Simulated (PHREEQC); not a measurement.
Consider water at 65 °C with 140 mmol/kgw Pb(NO3)2, 0.33 mmol/kgw MgSO4 and 2.6 mmol/kgw NaCl. Closed to the air; pH follows from the charge balance.

Computed with PHREEQC (ion-association model, phreeqc.dat).

Each row changes one thing in this solution. No solid was allowed to form.

```tsv
case	pH	ionic strength (mol/kgw)	Cl- (mol/kgw)	SO4-2 (mol/kgw)	HSO4- (mol/kgw)	NaSO4- (mol/kgw)	SI of Halite (NaCl)
as made	4.24	0.300	0.000921	9.51e-5	4.54e-7	3.56e-7	-7.54
MgSO4 replaced by Li2SO4 at the same molality	4.24	0.300	0.000921	9.54e-5	4.55e-7	3.57e-7	-7.54
Pb(NO3)2 left out	6.43	0.00380	0.00260	0.000297	2.34e-8	3.63e-6	-6.83
NaCl from 0.0026 to 0.00234 mol/kgw	4.24	0.300	0.000828	9.50e-5	4.54e-7	3.20e-7	-7.64
0.0044 mol/kgw CO2 added	3.67	0.300	0.000922	9.48e-5	1.67e-6	3.55e-7	-7.54
```

Some of these states are supersaturated (in Anglesite, for instance). Constants without temperature data keep their 25 °C values here.
